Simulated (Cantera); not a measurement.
Cantera with NASA thermochemical tables; ideal gases at 1 bar, condensed phases pure. Values are per mole of reaction as written; species without (g) are pure solids or liquids, kept so even where they would boil at 1 bar.

8 CO₂(g) + 9 Ta + 2 C₂H₅OH(g) → 9 TaO₂(g) + 6 C₂H₂(g)

| T (K) | ΔH° (kJ) | ΔS° (J/K) | ΔG° (kJ) | log10 K |
|---|---|---|---|---|
| 300 | 3179.7 | 1083.2 | 2854.7 | -497.04 |
| 1100 | ___ | ___ | ___ | ___ |
| 1250 | 3145.0 | 1047.4 | 1835.7 | -76.71 |
| 1400 | 3132.5 | 1038.0 | 1679.3 | -62.65 |
| 1550 | ___ | ___ | ___ | ___ |
| 1700 | 3104.1 | 1019.7 | 1370.7 | -42.11 |
| 1850 | ___ | ___ | ___ | ___ |
| 2000 | ___ | ___ | ___ | ___ |
| 2150 | 3053.8 | 993.5 | 917.8 | -22.30 |
| 2300 | 3035.0 | 985.0 | 769.4 | -17.47 |
| 2450 | 3014.9 | 976.6 | 622.2 | -13.27 |

Problem. Some entries are withheld; supply them.

Solution. 
- 1100, ΔH° (kJ): 3156.1
- 1100, ΔS° (J/K): 1056.8
- 1100, ΔG° (kJ): 1993.5
- 1100, log10 K: -94.66
- 1550, ΔH° (kJ): 3118.9
- 1550, ΔS° (J/K): 1028.8
- 1550, ΔG° (kJ): 1524.3
- 1550, log10 K: -51.37
- 1850, ΔH° (kJ): 3088.3
- 1850, ΔS° (J/K): 1010.8
- 1850, ΔG° (kJ): 1218.4
- 1850, log10 K: -34.40
- 2000, ΔH° (kJ): 3071.6
- 2000, ΔS° (J/K): 1002.1
- 2000, ΔG° (kJ): 1067.4
- 2000, log10 K: -27.88
